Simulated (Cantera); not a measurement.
An isothermal, constant-pressure homogeneous reactor starts with 0.670 % H2, 97.1 % O2, 2.23 % H2O, equivalence ratio 0.0034, at 1373 K and 0.0286 atm.

Model: the H2/O2 subset of GRI-Mech 3.0, which has no nitrogen chemistry, integrated in Cantera. Radical loss at walls, strong at low pressure, is not modelled.

x: mole fraction; the columns are a selection and need not sum to one.

```
t (s)        x H2   x O2   x H2O    x HO2    x H2O2
--------  -------  -----  ------  -------  --------
1.00e-5   0.00670  0.971  0.0223      ___    <1e-12
3.88e-5   0.00670  0.971  0.0223      ___  1.30e-12
0.000151  0.00670  0.971  0.0223      ___  1.85e-11
0.000584  0.00670  0.971  0.0223      ___  2.27e-10
0.00227   0.00502  0.969  0.0235  1.33e-6   1.98e-8
0.00879   6.75e-5  0.965  0.0281  1.32e-6   4.48e-8
0.0341    4.44e-5  0.967  0.0283      ___   3.76e-8
0.132     1.47e-5  0.969  0.0287      ___   2.22e-8
0.514     2.35e-6  0.971  0.0290      ___   7.49e-9
1.99      3.17e-7  0.971  0.0291      ___   1.76e-9
7.73      6.88e-8  0.971  0.0291      ___  5.49e-10
30.0      5.17e-8  0.971  0.0291      ___  4.55e-10
```

Problem. What belongs in the gaps?

Solution. 
- 1.00e-5, x HO2: 2.38e-9
- 3.88e-5, x HO2: 9.23e-9
- 0.000151, x HO2: 3.58e-8
- 0.000584, x HO2: 1.40e-7
- 0.0341, x HO2: 1.03e-6
- 0.132, x HO2: 5.09e-7
- 0.514, x HO2: 1.31e-7
- 1.99, x HO2: 4.11e-8
- 7.73, x HO2: 4.61e-8
- 30.0, x HO2: 5.06e-8
